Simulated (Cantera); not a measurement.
A closed system holds: 1 mol C₂H₆, 1.1 mol O₂, 0.07 mol H₂O, at 2073 K and 0.0100 bar.

Equilibrium computed with Cantera from the NASA thermochemical tables; the gas is ideal and each condensed phase is pure. Equilibrium is a limit: real reactors are often held back by kinetics, nucleation or transport.

```csv
species,before,after
H₂,0.544,0.758
CO,0.384,0.218
H,0.0194,0.0229
H₂O,0.0459,1.47e-7
C₂H₂ (acetylene),<1e-9,0.000929
CO₂,0.00668,8.71e-9
OH,0.000186,<1e-9
"C(graphite), mol",0,1.12
```
Gas species are given as mole fractions.

Q: Name the change that produced these shifts.
A. C₂H₆ replaced by C
B. H₂O from 0.07 to 0.19 mol
C. temperature from 2073 K to 2148 K
D. O₂ from 1.1 to 0.4 mol

A: D, O₂ from 1.1 to 0.4 mol
